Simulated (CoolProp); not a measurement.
Tetradecamethylhexasiloxane (MD4M) along the isobar 0.101 MPa: density (kg/m³) from the reference equation and from simpler models built on Tc = 380.0 °C, pc = 0.8286 MPa, ω = 0.800; each cubic takes its own stable root.

Model: reference Helmholtz-energy equation of state, Thol 2019, in CoolProp.

| T (°C) | phase | reference |
|---|---|---|
| 242.35 | liquid | 660.3 |
| 246.75 | liquid | 654.8 |
| 251.15 | liquid | 649.1 |
| 255.55 | liquid | 643.4 |
| 264.25 | gas | 11.74 |
| 268.65 | gas | 11.59 |
| 273.05 | gas | 11.45 |
| 277.45 | gas | 11.31 |
| 281.85 | gas | 11.17 |
| 286.25 | gas | 11.04 |
| 290.65 | gas | 10.92 |
| 295.05 | gas | 10.79 |
| 299.45 | gas | 10.67 |
| 303.75 | gas | 10.56 |

**Question.** How far does each simpler model (Redlich-Kwong, Soave-Redlich-Kwong, Peng-Robinson) lie from the reference over these 14 states: mean and median of the absolute difference, and the worst?

**Answer.** 
- Redlich-Kwong: mean 30.4 %, median 3.7 %, worst -98.2 % at 255.55 °C and 0.101 MPa
- Soave-Redlich-Kwong: mean 4.3 %, median 1.9 %, worst -10.9 % at 255.55 °C and 0.101 MPa
- Peng-Robinson: mean 1.1 %, median 1.0 %, worst -1.6 % at 264.25 °C and 0.101 MPa

At some of these states Redlich-Kwong gives the other phase, because its saturation line lies elsewhere.
